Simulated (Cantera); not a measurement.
# Thermodynamics of hydrogen reduction and annealing atmospheres, feed FeS2 + H2 + H2O

Feed: 1 mol FeS2, 1.7 mol H2, 7.6 mol H2O, held at 752 °C and 22.0 Pa.

Equilibrium computed with Cantera from the NASA thermochemical tables; the gas is ideal and each condensed phase is pure. Candidate condensed phases: Fe, FeO, Fe(OH)2, Fe(OH)3, FeS, FeSO4, FeS2, Fe2O3, Fe2(SO4)3, Fe3O4, H2O, H2SO4, S; 22 gas species. FeS: taken at fixed stoichiometry. Gases not in the tables: S3 to S7. Rates play no part.

```json
{
  "x(H2O)": "0.780",
  "x(H2)": "0.146",
  "x(H2S)": "0.0392",
  "x(S2)": "0.0300",
  "x(SO2)": "0.00445",
  "x(SH)": "6.76e-5",
  "x(S2O)": "3.37e-5",
  "x(SO)": "2.15e-5",
  "n(FeS(s))": "1.00 mol",
  "gas_amount": "9.633 mol",
  "log10 activity of Fe(α) (absent)": "-2.30",
  "log10 activity of S(l) (absent)": "-3.02",
  "log10 activity of Fe(OH)2(s) (absent)": "-9.52"
}
```
